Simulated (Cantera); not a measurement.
Cantera run:

```python
import numpy as np
import cantera as ct

gas_names = """
    AL ALCL ALCL2 ALCL3 ALN AL2 AL2CL6 CL CL2 N N2
""".split()
cond_names = """
    AL(cr) AL(L) ALCL3(s) ALCL3(L) ALN(s)
""".split()


# ... load() reads the species with a 1 bar reference pressure and builds the phases ...
atoms = {
    'AlCl3': {'AL': 1, 'CL': 3},
    'N2': {'N': 2},
}
top_T = {'ALN(s)': 2750}  # K; cautious upper limits of use, not melting points


# ... equilibrate(T, P, feed) seeds the gas with the atoms and calls Mixture.equilibrate('TP', solver="vcs", rtol=1e-11, max_steps=5000) ...
results = []
feed = {'AlCl3': 1, 'N2': 0.64}  # mol
T = 1650  # K
P = 1000  # Pa
mix = equilibrate(T, P, feed)
results.append((T, P, feed, dict(zip(mix.species_names, mix.species_moles))))
print(gas.report(threshold=1e-06))
for i in range(1, mix.n_phases):
    print(f"{mix.phase(i).name:16s} {mix.phase_moles(i):12.5e} mol")
```

Output:

```
       temperature   1650 K
          pressure   1000 Pa
           density   0.0066784 kg/m^3
  mean mol. weight   91.621 kg/kmol
   phase of matter   gas

                          1 kg             1 kmol
                     ---------------   ---------------
          enthalpy       -2.9287e+06       -2.6833e+08  J
   internal energy       -3.0785e+06       -2.8205e+08  J
           entropy            4510.2        4.1323e+05  J/K
    Gibbs function       -1.0371e+07       -9.5016e+08  J
 heat capacity c_p             695.2             63695  J/K
 heat capacity c_v            604.45             55380  J/K

                      mass frac. Y      mole frac. X     chem. pot. / RT
                     ---------------   ---------------   ---------------
              ALCL        0.00019607        0.00028773            -47.84
             ALCL2         0.0064906         0.0060754           -70.896
             ALCL3            0.8722           0.59935           -93.951
            AL2CL6        5.5187e-06        1.8961e-06            -187.9
                CL         0.0025576         0.0066102           -23.055
               CL2        1.5754e-05        2.0359e-05           -46.111
                N2           0.11853           0.38766           -31.863
     [   +4 minor]        7.1296e-11        2.4806e-10

AL(L)             0.00000e+00 mol
ALCL3(L)          0.00000e+00 mol
ALN(s)            0.00000e+00 mol
```

Equilibrium computed with Cantera from the NASA thermochemical tables; the gas is ideal and each condensed phase is pure. The tables' values for AlCl2 are old estimates; treat these amounts as uncertain.
